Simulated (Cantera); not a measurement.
Charge: 1 mol SiH2Cl2, 0.82 mol NO, 42 mol H2, held at 6.20 Pa.

Cantera equilibrium calculation (NASA polynomials, part measured and part estimated; ideal gas, pure solids and liquids). Candidate condensed phases: H2O, NH4Cl, Si, SiO2, Si2N2O, Si3N4; 47 gas species. The tables' values for SiCl are old estimates; treat these amounts as uncertain. Kinetics and transport are ignored. All values below are at 2023 K.

Base state: H2 0.727, H 0.206, HCl 0.0325, SiO 0.0161, N2 0.00807, Cl 0.00682, Si 0.00349, SiCl 2.79e-5 (mole fractions); condensed: gas only.

Task: What changes in the equilibrium state with this change: SiH2Cl2 replaced by TEOS?

Result: 
| species | before | after |
|---|---|---|
| H2 | 0.727 | 0.701 |
| H | 0.206 | 0.202 |
| CO | 0 | 0.0743 |
| HCl | 0.0325 | 0 |
| SiO | 0.0161 | 0.000190 |
| Si | 0.00349 | 0.0143 |
| Cl | 0.00682 | 0 |
| HCN | 0 | 0.00103 |
| SiC2 | 0 | 0.000658 |
| C2H2 (acetylene) | 0 | 0.000626 |
| Si2C | 0 | 0.000113 |
| C(graphite), mol | 0 | 2.95 |
The feed counts by its element totals alone. Further candidate phases: C, C6H6, C7H8, C8H18, SiC.

Task: What changes in the equilibrium state with this change: pressure from 6.20 Pa to 10.0 mbar?

Result: 
```json
[
 {"species": "H2", "before": "0.727", "after": "0.911"},
 {"species": "HCl", "before": "0.0325", "after": "0.0399"},
 {"species": "H", "before": "0.206", "after": "0.0181"},
 {"species": "SiO", "before": "0.0161", "after": "0.0179"},
 {"species": "SiH2", "before": "3.34e-7", "after": "3.95e-5"},
 {"species": "SiCl2", "before": "1.29e-5", "after": "0.00147"}
]
```
Gases not in the tables: Si2H6 and higher silanes.
